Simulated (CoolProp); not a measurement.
R125 at 293.15 K and 0.252 MPa is throttled through a valve to 0.121 MPa with no heat exchange. Each further row changes one setting.

Model: reference Helmholtz-energy equation of state, Lemmon 2005, in CoolProp.

```csv
case,temperature change (K),final density (kg/m³)
as stated,-2.0,(withheld)
outlet pressure 0.0363 MPa,-3.2,(withheld)
outlet pressure 0.157 MPa,(withheld),(withheld)
```

Question: Fill in the missing entries.

Answer: 
- as stated, final density (kg/m³): 6.12
- outlet pressure 0.0363 MPa, final density (kg/m³): 1.82
- outlet pressure 0.157 MPa, temperature change (K): -1.4
- outlet pressure 0.157 MPa, final density (kg/m³): 7.97
